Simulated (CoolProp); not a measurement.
Vapour-liquid equilibrium of carbonyl sulfide (1) + propane (2) at 0.436 bar; x and y are mole fractions of (1).

Model: multi-fluid Helmholtz-energy mixture model, Lemmon 2006 and Lemmon 2009; pair parameters Bell 2016, in CoolProp.

| x | bubble temperature (K) | y at the bubble point | dew temperature at overall composition x (K) | liquid density (mol/L) |
|---|---|---|---|---|
| 0.05 | 212.9 | 0.082 | 213.1 | 13.86 |
| 0.125 | 212.0 | 0.188 | 212.5 | 14.24 |
| 0.2 | 211.3 | 0.281 | 211.9 | 14.62 |
| 0.275 | 210.7 | 0.364 | 211.3 | 15.03 |
| 0.35 | 210.1 | 0.441 | 210.8 | 15.45 |
| 0.425 | 209.6 | 0.514 | 210.2 | 15.89 |
| 0.5 | 209.2 | 0.584 | 209.7 | 16.36 |
| 0.575 | 208.7 | 0.652 | 209.2 | 16.84 |
| 0.65 | 208.3 | 0.719 | 208.7 | 17.36 |
| 0.725 | 207.9 | 0.784 | 208.2 | 17.89 |
| 0.8 | 207.4 | 0.847 | 207.8 | 18.46 |
| 0.875 | 207.0 | 0.908 | 207.3 | 19.06 |
| 0.95 | 206.6 | 0.964 | 206.7 | 19.69 |

No azeotrope shows between x = 0.05 and 0.95.

Pair parameters are fitted to limited data, so mixtures are less certain than the pure fluids.
